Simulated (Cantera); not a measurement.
**Equilibrium for boron, boron nitride and boron oxide: borazine + O2**

Input: 1 mol borazine, 0.56 mol O2, equilibrated at 4.30 mbar.

These are equilibrium values from Cantera (NASA tables, ideal gas, pure condensed phases), not measurements of a reactor. Candidate condensed phases: B, BN, B2O3, B3O3H3, H2O; 39 gas species. The feed counts by its element totals alone. Mutual solubility and eutectic melting of coexisting phases are not modelled. The tables' values for BH2 are old estimates; treat these amounts as uncertain. Equilibrium is a limit: real reactors are often held back by kinetics, nucleation or transport.

| T (K) | x H2 | x N2 | x HBO | x BO | x H | x B2O2 | x B2O3 | x HBO2 | n BN(s) | n B2O3(l) | n B(s) |
|---|---|---|---|---|---|---|---|---|---|---|---|
| 925 | 0.889 | 0.110 | 3.94e-9 | <1e-12 | 3.74e-9 | <1e-12 | 1.59e-11 | 1.91e-6 | 2.25 | 0.373 | 0 |
| 1025 | 0.889 | 0.110 | 1.63e-7 | <1e-12 | 6.26e-8 | 1.51e-12 | 2.50e-9 | 1.72e-5 | 2.25 | 0.373 | 0 |
| 1125 | 0.889 | 0.110 | 3.44e-6 | 1.27e-10 | 6.39e-7 | 3.89e-10 | 1.55e-7 | 0.000102 | 2.25 | 0.372 | 0 |
| 1225 | 0.888 | 0.110 | 4.34e-5 | 9.10e-9 | 4.48e-6 | 3.95e-8 | 4.76e-6 | 0.000444 | 2.26 | 0.372 | 0 |
| 1325 | 0.887 | 0.110 | 0.000369 | 3.37e-7 | 2.35e-5 | 1.96e-6 | 8.52e-5 | 0.00152 | 2.26 | 0.369 | 0 |
| 1425 | 0.882 | 0.110 | 0.00230 | 7.44e-6 | 9.77e-5 | 5.54e-5 | 0.000999 | 0.00431 | 2.26 | 0.357 | 0 |
| 1525 | 0.860 | 0.109 | 0.0111 | 0.000109 | 0.000334 | 0.000997 | 0.00834 | 0.0104 | 2.25 | 0.305 | 0 |
| 1625 | 0.763 | 0.107 | 0.0417 | 0.00113 | 0.000940 | 0.0125 | 0.0529 | 0.0213 | 2.20 | 0.0343 | 0 |
| 1725 | 0.721 | 0.116 | 0.0719 | 0.00466 | 0.00240 | 0.0316 | 0.0405 | 0.0118 | 2.09 | 0 | 0 |
| 1825 | 0.684 | 0.126 | 0.0970 | 0.0137 | 0.00556 | 0.0499 | 0.0185 | 0.00481 | 1.97 | 0 | 0 |
| 1925 | 0.657 | 0.131 | 0.108 | 0.0304 | 0.0118 | 0.0547 | 0.00556 | 0.00155 | 1.91 | 0 | 0 |
| 2025 | 0.635 | 0.130 | 0.107 | 0.0556 | 0.0234 | 0.0470 | 0.00131 | 0.000434 | 1.88 | 0 | 0 |
| 2125 | 0.587 | 0.158 | 0.0913 | 0.0855 | 0.0424 | 0.0324 | 0.000276 | 0.000118 | 1.55 | 0 | 0.322 |
| 2225 | 0.475 | 0.270 | 0.0616 | 0.105 | 0.0681 | 0.0161 | 6.67e-5 | 4.00e-5 | 0 | 0 | 1.86 |
x: gas mole fraction; n: condensed amount in mol.

From 925 K to 1625 K the condensed part is BN(s) + B2O3(l). From 1725 K to 2025 K the condensed part is BN(s). At 2125 K the condensed part is B(s) + BN(s). At 2225 K the condensed part is B(s). The main B-bearing gas is HBO2 at 925 K and BO at 2225 K.
